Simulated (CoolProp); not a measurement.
The fluid at 331.98 K and 0.714 MPa is throttled through a valve to 0.482 MPa with no heat exchange. The same conditions are run with several fluids, on thermodynamics alone (safety and materials aside).

Computed with CoolProp (reference Helmholtz-energy equation of state of each fluid (carbon monoxide: Lemmon 2006; chloromethane (R40): Thol 2014; R152A: Outcalt 1996; fluoroethane (R161): Wu 2012; chlorine: Thol 2021)).

```json
[
 {"fluid": "carbon monoxide", "temperature change (K)": "-0.5", "final density (kg/m³)": "___"},
 {"fluid": "chloromethane (R40)", "temperature change (K)": "-6.1", "final density (kg/m³)": "___"},
 {"fluid": "R152A", "temperature change (K)": "___", "final density (kg/m³)": "12.7"},
 {"fluid": "fluoroethane (R161)", "temperature change (K)": "-3.8", "final density (kg/m³)": "8.99"},
 {"fluid": "chlorine", "temperature change (K)": "___", "final density (kg/m³)": "13.2"}
]
```

What belongs in the gaps?


- carbon monoxide, final density (kg/m³): 4.90
- chloromethane (R40), final density (kg/m³): 9.58
- R152A, temperature change (K): -4.8
- chlorine, temperature change (K): -5.4
